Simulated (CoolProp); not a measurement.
Saturation properties of the fluoroketone C6F12O (FK-5-1-12) (Tc = 441.8 K, pc = 18.69 bar, ω = 0.471).

Model: reference Helmholtz-energy equation of state, McLinden 2015, in CoolProp.

```
T (K)   p (bar)  vapour density (kg/m³)  enthalpy of vaporisation (kJ/kg)  liquid cp (kJ/(kg K))
-----  --------  ----------------------  --------------------------------  ---------------------
225.6  0.005106                     ___                             114.3                  1.098
227.7  0.006098                  0.1019                             113.8                  1.096
229.8  0.007252                  0.1201                             113.2                  1.095
231.9  0.008590                  0.1411                             112.6                  1.095
234.1   0.01022                  0.1662                             112.0                  1.094
236.2   0.01201                  0.1937                             111.4                  1.093
238.3   0.01406                     ___                             110.9                  1.092
240.4   0.01641                  0.2603                             110.3                  1.091
242.6   0.01923                  0.3023                             109.7                  1.091
244.7       ___                  0.3476                             109.1                  1.090
246.8       ___                  0.3984                             108.6                  1.090
248.9   0.02967                  0.4552                             108.0                  1.090
251     0.03407                  0.5187                               ___                  1.089
253.2   0.03926                     ___                             106.9                  1.089
```

Question: What belongs in the gaps?

Answer: 
- 225.6, vapour density (kg/m³): 0.08614
- 238.3, vapour density (kg/m³): 0.2249
- 244.7, p (bar): 0.02229
- 246.8, p (bar): 0.02575
- 251, enthalpy of vaporisation (kJ/kg): 107.4
- 253.2, vapour density (kg/m³): 0.5929

It boils at 322.2 K under 1 atm.
